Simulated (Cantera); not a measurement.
A perfectly stirred reactor is fed with CH3OH : O2 : N2 = 1 : 3.26 : 12.3 (molar parts), at 750 Torr; it is adiabatic with a 750 K inlet, and is followed from long to short residence time, starting on the burning branch (τ in s: 0.47, 0.18, 0.066, 0.025, 0.0092, 0.0034, 0.0013, 0.00048, 0.00018, 6.7e-05, 2.5e-05, 9.4e-06).

Detailed kinetics in Cantera: GRI-Mech 3.0 (53 species, 325 reactions). GRI-Mech 3.0 was tuned for natural gas; its chemistry of methanol as a main component is partial and can be far from experiment.

**Question.** What does this change do: CH3OH 1 to 0.71 parts?

**Answer.** 
```json
[
 {"quantity": "blow-out, bracketed by the residence times tried", "before": "burning at 0.480 ms, out at 0.180 ms", "after": "burning at 9.20 ms, out at 3.40 ms"},
 {"quantity": "x(CH3OH) at τ = 0.470 s", "before": "9.16e-7", "after": "2.70e-6"},
 {"quantity": "x(O2) at τ = 0.470 s", "before": "0.103", "after": "0.132"},
 {"quantity": "x(H) at τ = 0.470 s", "before": "4.70e-6", "after": "8.74e-7"},
 {"quantity": "x(NO) at τ = 0.470 s", "before": "4.26e-5", "after": "1.82e-6"},
 {"quantity": "x(C2H4) at τ = 0.470 s", "before": "<1e-12", "after": "<1e-12"},
 {"quantity": "x(CH3OH) at τ = 1.30 ms", "before": "5.56e-5", "after": "0.0436"},
 {"quantity": "x(O2) at τ = 1.30 ms", "before": "0.104", "after": "0.200"},
 {"quantity": "x(H) at τ = 1.30 ms", "before": "0.000468", "after": "<1e-12"},
 {"quantity": "x(NO) at τ = 1.30 ms", "before": "3.73e-6", "after": "<1e-12"},
 {"quantity": "x(C2H4) at τ = 1.30 ms", "before": "5.22e-11", "after": "<1e-12"}
]
```

**Question.** What does this change do: pressure from 750 Torr to 3750 Torr?

**Answer.** 
```csv
quantity,before,after
"blow-out, bracketed by the residence times tried","burning at 0.480 ms, out at 0.180 ms","burning at 0.180 ms, out at 67.0 µs"
x(CH3OH) at τ = 0.470 s,9.16e-7,3.45e-7
x(O2) at τ = 0.470 s,0.103,0.103
x(H) at τ = 0.470 s,4.70e-6,7.96e-7
x(NO) at τ = 0.470 s,4.26e-5,7.21e-5
x(C2H4) at τ = 0.470 s,<1e-12,<1e-12
x(CH3OH) at τ = 1.30 ms,5.56e-5,3.73e-5
x(O2) at τ = 1.30 ms,0.104,0.104
x(H) at τ = 1.30 ms,0.000468,3.69e-5
x(NO) at τ = 1.30 ms,3.73e-6,5.39e-6
x(C2H4) at τ = 1.30 ms,5.22e-11,1.48e-11
```
